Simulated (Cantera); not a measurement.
# Metals in furnace atmospheres: Al + CO2 + H2 + O2

Charge: 1 mol Al, 0.029 mol CO2, 270 mol H2, 1.1 mol O2, at 1252 °C and 0.00650 bar.

These are equilibrium values from Cantera (NASA tables, ideal gas, pure condensed phases), not measurements of a reactor. Candidate condensed phases: Al, Al2O3, C, C6H6, C7H8, C8H18, H2O; 121 gas species. Kinetics and transport are ignored.

x(H2): 0.997
x(H2O): 0.00270
x(H): 0.000293
x(CO): 0.000107
n(Al2O3(s)): 0.500 mol
gas amount: 270.1 mol
log10 activity of C(graphite) (absent): -6.43
log10 activity of Al(l) (absent): -8.12
